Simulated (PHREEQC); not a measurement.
Dissolve 0.013 mol/kgw CdSO4, 0.0017 mol/kgw NaOH and 0.0021 mol/kgw HCl at 25 °C. Closed to the air; pH follows from the charge balance.

Equilibrium calculation in PHREEQC: ion-association model, phreeqc.dat.

Task: The ionic strength comes out as 0.0336 mol/kgw. What activity coefficients do H+, Cd+2, HSO4-, Cl-, NaSO4- get?

Result: H+ 0.87, Cd+2 0.51, HSO4- 0.84, Cl- 0.84, NaSO4- 0.85.

No solid was allowed to form.
